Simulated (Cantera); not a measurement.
**Fe2O3 + CO + N2 + C (carbothermic reduction)**

A closed system holds: 1 mol Fe2O3, 10 mol CO, 0.49 mol N2, 0.63 mol C, equilibrated at 900 °C.

Cantera equilibrium calculation (NASA polynomials, part measured and part estimated; ideal gas, pure solids and liquids). Candidate condensed phases: C, Fe, Fe(CO)5, FeO, Fe2O3, Fe3O4; 27 gas species. Mutual solubility and eutectic melting of coexisting phases are not modelled. The tables' stoichiometric FeO is somewhat more stable than real wüstite, so its field is too wide. FeO: taken at fixed stoichiometry. Condensed phases not in the tables: cementite and carbon dissolved in iron. Equilibrium is a limit: real reactors are often held back by kinetics, nucleation or transport.

From 10.0 Pa to 1.00 bar the condensed part is Fe(α) + FeO(s). At 10.0 bar the condensed part is C(graphite) + FeO(s).

```tsv
P (Pa)	x CO	x CO2	x N2	x Fe	n Fe(α)	n FeO(s)	n C(graphite)
10	0.792	0.164	0.0441	1.96e-7	1.45	0.548	0
100	0.792	0.164	0.0441	1.96e-8	1.45	0.548	0
1000	0.792	0.164	0.0441	1.96e-9	1.45	0.548	0
10000	0.792	0.164	0.0441	1.96e-10	1.45	0.548	0
100000	0.792	0.164	0.0441	1.96e-11	1.45	0.548	0
1000000	0.780	0.170	0.0499	1.86e-12	0	2.00	1.30
```
x: gas mole fraction; n: condensed amount in mol.
